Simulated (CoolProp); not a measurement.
A simple Rankine cycle with the fluoroketone C6F12O (FK-5-1-12): condensing at 330.15 K, boiler at 0.427 MPa, turbine inlet 373.3 K, turbine efficiency 0.75, pump efficiency 0.8, no recuperator. Each further row changes one setting.

The numbers come from the reference Helmholtz-energy equation of state, McLinden 2015 in CoolProp.

```
case                             thermal efficiency (%)  net work (kJ/kg)  heat in (kJ/kg)  turbine exit temperature (K)  volume ratio over the turbine
-------------------------------  ----------------------  ----------------  ---------------  ----------------------------  -----------------------------
as stated                                           6.1              7.31              121                    (withheld)                           3.56
turbine inlet 393.3 K                               5.6              7.92              140                         380.7                     (withheld)
condensing temperature 322.15 K                     7.0              9.09       (withheld)                         357.8                           4.69
boiler pressure 0.299 MPa                           4.3              5.30              123                    (withheld)                           2.36
turbine efficiency 0.65                             5.2              6.30              121                         361.3                           3.57
```

Problem. Complete the blanks.

Solution. 
- as stated, turbine exit temperature (K): 360.2
- turbine inlet 393.3 K, volume ratio over the turbine: 3.46
- condensing temperature 322.15 K, heat in (kJ/kg): 130
- boiler pressure 0.299 MPa, turbine exit temperature (K): 364.9
